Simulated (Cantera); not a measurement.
## Thermodynamics of carbon deposition, reforming and gasification, feed CH4 + NH3 + N2

Feed: 1 mol CH4, 0.013 mol NH3, 6.9 mol N2, equilibrated at 1 atm.

These are equilibrium values from Cantera (NASA tables, ideal gas, pure condensed phases), not measurements of a reactor. Candidate condensed phases: C, C6H6, C7H8, C8H18; 92 gas species. Kinetics and transport are ignored.

From 975 K to 2175 K the condensed part is C(graphite). The main C-bearing gas is CH4 at 975 K and HCN at 2175 K. The share of C in condensed phases is highest at 1375 K (99.6 %) and lowest at 2175 K (88.2 %).

```json
[
 {"T (K)": "975", "x N2": "0.778", "x H2": "0.216", "x HCN": "1.41e-6", "x CH4": "0.00592", "x H": "5.28e-10", "x HNC": "1.73e-9", "x C2H2 (acetylene)": "1.23e-10", "n C(graphite)": "0.947"},
 {"T (K)": "1175", "x N2": "0.775", "x H2": "0.224", "x HCN": "2.34e-5", "x CH4": "0.000978", "x H": "5.77e-8", "x HNC": "1.03e-7", "x C2H2 (acetylene)": "1.43e-8", "n C(graphite)": "0.991"},
 {"T (K)": "1375", "x N2": "0.774", "x H2": "0.226", "x HCN": "0.000169", "x CH4": "0.000257", "x H": "1.62e-6", "x HNC": "1.83e-6", "x C2H2 (acetylene)": "4.01e-7", "n C(graphite)": "0.996"},
 {"T (K)": "1575", "x N2": "0.773", "x H2": "0.226", "x HCN": "0.000731", "x CH4": "9.39e-5", "x H": "1.96e-5", "x HNC": "1.56e-5", "x C2H2 (acetylene)": "4.76e-6", "n C(graphite)": "0.992"},
 {"T (K)": "1775", "x N2": "0.773", "x H2": "0.225", "x HCN": "0.00226", "x CH4": "4.29e-5", "x H": "0.000136", "x HNC": "8.11e-5", "x C2H2 (acetylene)": "3.20e-5", "n C(graphite)": "0.978"},
 {"T (K)": "1975", "x N2": "0.771", "x H2": "0.223", "x HCN": "0.00553", "x CH4": "2.28e-5", "x H": "0.000642", "x HNC": "0.000300", "x C2H2 (acetylene)": "0.000145", "n C(graphite)": "0.945"},
 {"T (K)": "2175", "x N2": "0.767", "x H2": "0.218", "x HCN": "0.0114", "x CH4": "1.34e-5", "x H": "0.00227", "x HNC": "0.000864", "x C2H2 (acetylene)": "0.000487", "n C(graphite)": "0.882"}
]
```
x: gas mole fraction; n: condensed amount in mol.
